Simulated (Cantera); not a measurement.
Mixture: CO : H2 : CH4 : O2 : N2 = 1 : 0.077 : 0.076 : 0.46 : 1.73 (molar parts), equivalence ratio 1.5, at 10.0 bar, adiabatic and at constant pressure. Ignition delay is the time to a rise of 400 K.

Cantera simulation using GRI-Mech 3.0 (53 species, 325 reactions); the numbers are that mechanism's predictions, not measurements.

Question: Predict: delay at 1175 K; delay at 1250 K; delay at 1325 K; delay at 1400 K; delay at 1475 K; apparent activation energy between 1325 and 1475 K.

Answer: 
```json
{
 "delay at 1175 K": "0.170 ms",
 "delay at 1250 K": "78.0 µs",
 "delay at 1325 K": "41.4 µs",
 "delay at 1400 K": "24.2 µs",
 "delay at 1475 K": "15.2 µs",
 "apparent activation energy between 1325 and 1475 K": "110 kJ/mol"
}
```
